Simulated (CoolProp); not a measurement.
Vapour-liquid equilibrium of R13 (1) + isobutane (2) at 0.0377 MPa; x and y are mole fractions of (1).

Model: multi-fluid Helmholtz-energy mixture model, Platzer 1990 and Bücker 2006; pair parameters Bell 2016, in CoolProp. This equation is an older, rougher fit; its heat capacities, sound speeds and derivatives of the liquid may be far off and weren't checked against measurements.

```json
[
 {"x": "0.05", "bubble temperature (K)": "214.1", "y at the bubble point": "0.747", "dew temperature at overall composition x (K)": "237.6", "liquid density (mol/L)": "11.19"},
 {"x": "0.125", "bubble temperature (K)": "198.4", "y at the bubble point": "0.918", "dew temperature at overall composition x (K)": "235.9", "liquid density (mol/L)": "11.66"},
 {"x": "0.2", "bubble temperature (K)": "191.3", "y at the bubble point": "0.956", "dew temperature at overall composition x (K)": "234.2", "liquid density (mol/L)": "12.00"},
 {"x": "0.275", "bubble temperature (K)": "187.2", "y at the bubble point": "0.970", "dew temperature at overall composition x (K)": "232.3", "liquid density (mol/L)": "12.29"},
 {"x": "0.35", "bubble temperature (K)": "184.7", "y at the bubble point": "0.978", "dew temperature at overall composition x (K)": "230.2", "liquid density (mol/L)": "12.56"},
 {"x": "0.425", "bubble temperature (K)": "182.9", "y at the bubble point": "0.982", "dew temperature at overall composition x (K)": "227.9", "liquid density (mol/L)": "12.83"},
 {"x": "0.5", "bubble temperature (K)": "181.5", "y at the bubble point": "0.985", "dew temperature at overall composition x (K)": "225.4", "liquid density (mol/L)": "13.10"},
 {"x": "0.575", "bubble temperature (K)": "180.5", "y at the bubble point": "0.987", "dew temperature at overall composition x (K)": "222.6", "liquid density (mol/L)": "13.37"},
 {"x": "0.65", "bubble temperature (K)": "179.5", "y at the bubble point": "0.989", "dew temperature at overall composition x (K)": "219.3", "liquid density (mol/L)": "13.65"},
 {"x": "0.725", "bubble temperature (K)": "178.6", "y at the bubble point": "0.991", "dew temperature at overall composition x (K)": "215.4", "liquid density (mol/L)": "13.94"},
 {"x": "0.8", "bubble temperature (K)": "177.7", "y at the bubble point": "0.993", "dew temperature at overall composition x (K)": "210.6", "liquid density (mol/L)": "14.25"},
 {"x": "0.875", "bubble temperature (K)": "176.8", "y at the bubble point": "0.996", "dew temperature at overall composition x (K)": "203.9", "liquid density (mol/L)": "14.57"},
 {"x": "0.95", "bubble temperature (K)": "175.8", "y at the bubble point": "0.998", "dew temperature at overall composition x (K)": "192.6", "liquid density (mol/L)": "14.91"}
]
```

No azeotrope shows between x = 0.05 and 0.95.

Pair parameters are fitted to limited data, so mixtures are less certain than the pure fluids. With so large a gap from Raoult's law the liquid may split in two, which this calculation doesn't test in full.
